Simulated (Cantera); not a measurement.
A closed system holds: 1 mol TEOS, a varied amount of CO₂, held at 1848.15 K and 75.0 Torr.

These are equilibrium values from Cantera (NASA tables, ideal gas, pure condensed phases), not measurements of a reactor. Candidate condensed phases: C, C₆H₆, C₇H₈, C₈H₁₈, H₂O, Si, SiC, SiO₂; 123 gas species. The feed counts by its element totals alone. The tables hold silica as quartz up to 1696 K and as liquid above; real silica turns to tridymite and cristobalite and melts near 1996 K. Equilibrium is a limit: real reactors are often held back by kinetics, nucleation or transport.

Problem. At 5.1 mol CO₂, list the 6 most abundant gas species with their mole fractions, and the condensed phases.

Solution. CO 0.545, H₂ 0.415, SiO 0.0382, H 0.00108, H₂O 0.000594, CO₂ 0.000194. Condensed: SiO₂(condensed).
